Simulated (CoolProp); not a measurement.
A single-stage vapour-compression cycle with the fluid: evaporating at 223.15 K (dew point), condensing at 288.15 K (bubble point), superheat 0 K, subcooling 5 K, compressor efficiency 0.85, no pressure losses. The same conditions are run with several fluids, on thermodynamics alone (safety and materials aside).

Computed with CoolProp (reference Helmholtz-energy equation of state of each fluid (R507A: Lemmon 2003; R407C: Lemmon 2003; sulfur dioxide: Gao 2016; ammonia: Gao 2020; carbonyl sulfide: Lemmon 2006; R115: Lemmon 2016)). Blends and air are pseudo-pure fits.

```tsv
fluid	cooling COP	pressure ratio	discharge temperature (K)	refrigerating effect (kJ/kg)	volumetric capacity (kJ/m³)
R507A	2.13	11.3	308.2	120	577
R407C	___	17.9	340.6	167	401
sulfur dioxide	2.23	24.0	461.9	342	137
ammonia	___	17.9	463.7	___	435
carbonyl sulfide	___	___	___	___	798
R115	2.01	11.3	288.4	70.7	369
```

**Question.** Complete the blanks.

**Answer.** 
- R407C, cooling COP: 1.99
- ammonia, cooling COP: 2.21
- ammonia, refrigerating effect (kJ/kg): 1150
- carbonyl sulfide, cooling COP: 2.30
- carbonyl sulfide, pressure ratio: 9.71
- carbonyl sulfide, discharge temperature (K): 379.2
- carbonyl sulfide, refrigerating effect (kJ/kg): 234
